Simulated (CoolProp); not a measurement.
A closed Brayton cycle with dry air: compressor inlet 305.15 K and 7.9 MPa, high pressure 16.6 MPa, turbine inlet 810 K, compressor efficiency 0.8, turbine efficiency 0.9, recuperator effectiveness 0.9 (on enthalpy, no pinch check). Each further row changes one setting.

The numbers come from the reference Helmholtz-energy equation of state, Lemmon 2000 in CoolProp. It is a pseudo-pure fit of the blend.

```json
[
 {"case": "as stated", "thermal efficiency (%)": "29.6", "net work (kJ/kg)": "54.6", "compressor to turbine work": "0.63", "compressor exit (K)": "395.8", "turbine exit (K)": "679.5"},
 {"case": "turbine inlet 760 K", "thermal efficiency (%)": "26.7", "net work (kJ/kg)": "45.5", "compressor to turbine work": "0.67", "compressor exit (K)": "395.8", "turbine exit (K)": "___"},
 {"case": "compressor inlet 315.15 K", "thermal efficiency (%)": "28.1", "net work (kJ/kg)": "51.2", "compressor to turbine work": "0.65", "compressor exit (K)": "408.8", "turbine exit (K)": "679.5"},
 {"case": "high pressure 14.1 MPa", "thermal efficiency (%)": "29.6", "net work (kJ/kg)": "___", "compressor to turbine work": "0.60", "compressor exit (K)": "374.2", "turbine exit (K)": "706.4"},
 {"case": "recuperator effectiveness 0.5", "thermal efficiency (%)": "___", "net work (kJ/kg)": "54.6", "compressor to turbine work": "0.63", "compressor exit (K)": "395.8", "turbine exit (K)": "679.5"}
]
```

Question: Fill in the missing entries.

Answer: 
- turbine inlet 760 K, turbine exit (K): 636.3
- high pressure 14.1 MPa, net work (kJ/kg): 46.8
- recuperator effectiveness 0.5, thermal efficiency (%): 17.8
